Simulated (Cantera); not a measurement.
Feed: 1 mol Ti, a varied amount of O2, 7.7 mol CH4, equilibrated at 1723 K and 0.0320 bar.

Method: chemical equilibrium by Gibbs-energy minimisation in Cantera with the NASA 1993 tables (ideal gas, pure condensed phases). Candidate condensed phases: C, C6H6, C7H8, C8H18, H2O, Ti, TiC, TiO, TiO2, Ti2O3, Ti3O5, Ti4O7; 113 gas species. Mutual solubility and eutectic melting of coexisting phases are not modelled. TiC: taken at fixed stoichiometry. Condensed phases not in the tables: Magnéli phases beyond Ti4O7. Gases not in the tables: TiO(OH)2. Rates play no part.

log p: log10 of the partial pressure in bar; n: condensed amount in mol.

```json
[
 {"n(O2) (mol)": "1.8", "log p H2": "-1.59", "log p H2O": "-7.18", "log p CO": "-2.22", "log p CO2": "-8.35", "log p H": "-4.53", "log p C2H2 (acetylene)": "-5.63", "n C(graphite)": "3.10", "n TiC(s)": "1.00", "n Ti2O3(s)": "0", "n TiO2(rutile)": "0", "n Ti4O7(s)": "0"},
 {"n(O2) (mol)": "2.3", "log p H2": "-1.61", "log p H2O": "-7.11", "log p CO": "-2.13", "log p CO2": "-8.18", "log p H": "-4.54", "log p C2H2 (acetylene)": "-5.65", "n C(graphite)": "2.10", "n TiC(s)": "1.00", "n Ti2O3(s)": "0", "n TiO2(rutile)": "0", "n Ti4O7(s)": "0"},
 {"n(O2) (mol)": "2.8", "log p H2": "-1.63", "log p H2O": "-7.07", "log p CO": "-2.07", "log p CO2": "-8.06", "log p H": "-4.55", "log p C2H2 (acetylene)": "-5.67", "n C(graphite)": "1.10", "n TiC(s)": "1.00", "n Ti2O3(s)": "0", "n TiO2(rutile)": "0", "n Ti4O7(s)": "0"},
 {"n(O2) (mol)": "3.5", "log p H2": "-1.65", "log p H2O": "-5.49", "log p CO": "-2.01", "log p CO2": "-6.39", "log p H": "-4.57", "log p C2H2 (acetylene)": "-8.79", "n C(graphite)": "0", "n TiC(s)": "0.881", "n Ti2O3(s)": "0.0595", "n TiO2(rutile)": "0", "n Ti4O7(s)": "0"},
 {"n(O2) (mol)": "4.4", "log p H2": "-1.67", "log p H2O": "-5.49", "log p CO": "-1.98", "log p CO2": "-6.35", "log p H": "-4.57", "log p C2H2 (acetylene)": "-8.77", "n C(graphite)": "0", "n TiC(s)": "…", "n Ti2O3(s)": "…", "n TiO2(rutile)": "0", "n Ti4O7(s)": "0"},
 {"n(O2) (mol)": "5.4", "log p H2": "-1.70", "log p H2O": "…", "log p CO": "-1.98", "log p CO2": "…", "log p H": "-4.59", "log p C2H2 (acetylene)": "<-13", "n C(graphite)": "0", "n TiC(s)": "0", "n Ti2O3(s)": "0", "n TiO2(rutile)": "…", "n Ti4O7(s)": "…"},
 {"n(O2) (mol)": "6.8", "log p H2": "-1.78", "log p H2O": "-2.34", "log p CO": "-2.01", "log p CO2": "-3.11", "log p H": "-4.63", "log p C2H2 (acetylene)": "<-13", "n C(graphite)": "0", "n TiC(s)": "0", "n Ti2O3(s)": "0", "n TiO2(rutile)": "1.00", "n Ti4O7(s)": "0"},
 {"n(O2) (mol)": "8.4", "log p H2": "-1.88", "log p H2O": "-2.09", "log p CO": "-2.04", "log p CO2": "-2.79", "log p H": "-4.68", "log p C2H2 (acetylene)": "<-13", "n C(graphite)": "0", "n TiC(s)": "0", "n Ti2O3(s)": "0", "n TiO2(rutile)": "1.00", "n Ti4O7(s)": "0"},
 {"n(O2) (mol)": "10", "log p H2": "-2.01", "log p H2O": "-1.94", "log p CO": "-2.10", "log p CO2": "-2.57", "log p H": "-4.74", "log p C2H2 (acetylene)": "<-13", "n C(graphite)": "0", "n TiC(s)": "0", "n Ti2O3(s)": "0", "n TiO2(rutile)": "1.00", "n Ti4O7(s)": "0"}
]
```

Task: Complete the blanks.

Result: 
- 4.4, n TiC(s): 0.161
- 4.4, n Ti2O3(s): 0.419
- 5.4, log p H2O: -2.87
- 5.4, log p CO2: -3.69
- 5.4, n TiO2(rutile): 0.907
- 5.4, n Ti4O7(s): 0.0232
